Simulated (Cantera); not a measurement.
A closed system holds: 1 mol TEOS, 16 mol O₂, 0.16 mol H₂, equilibrated at 13.3 mbar.

Method: chemical equilibrium by Gibbs-energy minimisation in Cantera with the NASA 1993 tables (ideal gas, pure condensed phases). Candidate condensed phases: C, C₆H₆, C₇H₈, C₈H₁₈, H₂O, Si, SiC, SiO₂; 123 gas species. The feed counts by its element totals alone. The tables hold silica as quartz up to 1696 K and as liquid above; real silica turns to tridymite and cristobalite and melts near 1996 K. The numbers say what is thermodynamically allowed, not how fast it happens.

Q: Which condensed phases are stable at each of these points (T (K)): 700, 900, 1100, 1300, 1500, 1700, 1900, 2100?

A: 
```json
[
 {"T (K)": "700", "condensed phases": "SiO₂(α-quartz)", "Si condensed (%)": "100.0"},
 {"T (K)": "900", "condensed phases": "SiO₂(β-quartz)", "Si condensed (%)": "100.0"},
 {"T (K)": "1100", "condensed phases": "SiO₂(β-quartz)", "Si condensed (%)": "100.0"},
 {"T (K)": "1300", "condensed phases": "SiO₂(β-quartz)", "Si condensed (%)": "100.0"},
 {"T (K)": "1500", "condensed phases": "SiO₂(β-quartz)", "Si condensed (%)": "100.0"},
 {"T (K)": "1700", "condensed phases": "SiO₂(condensed)", "Si condensed (%)": "100.0"},
 {"T (K)": "1900", "condensed phases": "SiO₂(condensed)", "Si condensed (%)": "100.0"},
 {"T (K)": "2100", "condensed phases": "SiO₂(l)", "Si condensed (%)": "99.1"}
]
```

At 700 K the condensed part is SiO₂(α-quartz). From 900 K to 1500 K the condensed part is SiO₂(β-quartz). From 1700 K to 1900 K the condensed part is SiO₂(condensed). At 2100 K the condensed part is SiO₂(l).
